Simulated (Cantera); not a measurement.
A counterflow diffusion flame at 2.76 atm, nozzles 20 mm apart: fuel side CO : H₂ : CH₄ : N₂ = 1 : 0.068 : 0.14 : 0.35 (molar parts) at 398 K, oxidiser side O₂ : N₂ = 0.28 : 0.72 (molar parts) at 550 K, fuel mass flux 0.89 times the oxidiser's; mixture-averaged transport, no radiation.

Detailed kinetics in Cantera: GRI-Mech 3.0 (53 species, 325 reactions). GRI-Mech 3.0 has no aromatics or soot, which form on the fuel side of real flames. The maximum strain rate includes the flame's own expansion and is several times the mean.

x: mole fraction; the columns are a selection and need not sum to one.

| oxidiser flux (kg/m²/s) | max strain (1/s) | mean strain (1/s) | T max (K) | peak x OH | peak x H | peak x NO | peak x CO | peak x C₂H₂ |
|---|---|---|---|---|---|---|---|---|
| 1.7 | 303 | 82.3 | 2419 | 0.00845 | 0.00306 | 0.000718 | 0.642 | 0.00227 |
| 2.3 | 402 | 111 | 2390 | 0.00864 | 0.00336 | 0.000573 | 0.642 | 0.00222 |
| 3.1 | 534 | 150 | 2360 | 0.00881 | 0.00369 | 0.000460 | 0.642 | 0.00220 |
| 4.2 | 713 | 203 | 2326 | 0.00896 | 0.00404 | 0.000370 | 0.642 | 0.00221 |
| 5.6 | 938 | 271 | 2295 | 0.00906 | 0.00441 | 0.000304 | 0.642 | 0.00222 |
| 7.6 | 1260 | 368 | 2260 | 0.00914 | 0.00482 | 0.000251 | 0.642 | 0.00222 |
| 10 | 1640 | 484 | 2228 | 0.00920 | 0.00521 | 0.000212 | 0.642 | 0.00220 |
| 14 | … | 678 | 2187 | 0.00917 | 0.00568 | … | 0.642 | 0.00212 |
| 19 | … | 920 | 2149 | 0.00904 | 0.00610 | … | 0.642 | 0.00199 |

Some entries are withheld; supply them.


- 14, max strain (1/s): 2270
- 14, peak x NO: 0.000172
- 19, max strain (1/s): 3050
- 19, peak x NO: 0.000141
